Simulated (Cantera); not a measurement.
A freely propagating, adiabatic, planar premixed flame of 4.97 % CO, 3.33 % H₂, 7.46 % CH₄, 19.6 % O₂, 64.6 % N₂, equivalence ratio 0.97, unburnt at 673 K and 728 Torr; mixture-averaged transport, grid criteria slope 0.08 and curve 0.16, no radiation.

Computed with Cantera and GRI-Mech 3.0 (53 species, 325 reactions). Burning velocities carry a grid error of a few per cent, more on coarse grids.

Problem. Predict: laminar burning velocity; thermal thickness; peak x(HCN); peak x(CH₂); peak x(C₂H₂).

Solution. laminar burning velocity: 263 cm/s
thermal thickness: 0.264 mm
peak x(HCN): 1.85e-6
peak x(CH₂): 5.95e-5
peak x(C₂H₂): 5.18e-5
